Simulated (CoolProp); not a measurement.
1000 sccm (0 °C, 1 atm) of nitrogen bubbles through liquid dodecamethylcyclohexasiloxane (D6) at 368.3 K and leaves saturated at a total pressure of 0.00834 MPa (ideal gas phase). Each further row changes one setting.

Model: reference Helmholtz-energy equation of state, Colonna 2008, in CoolProp. It is a short technical equation, of lower accuracy than the large ones.

| case | vapour pressure (kPa) | mole fraction of vapour | delivery (mg/min) | delivery (sccm) | change of delivery for a bath 1 K warmer (%) |
|---|---|---|---|---|---|
| as stated | 0.537 | 0.0643 | (withheld) | 68.8 | 6.0 |
| bath temperature 373.3 K | (withheld) | 0.0842 | 1830 | 91.9 | 5.9 |
| total pressure 0.0167 MPa | 0.537 | 0.0321 | 659 | (withheld) | 5.8 |

Q: What belongs in the gaps?

A: 
- as stated, delivery (mg/min): 1360
- bath temperature 373.3 K, vapour pressure (kPa): 0.702
- total pressure 0.0167 MPa, delivery (sccm): 33.2
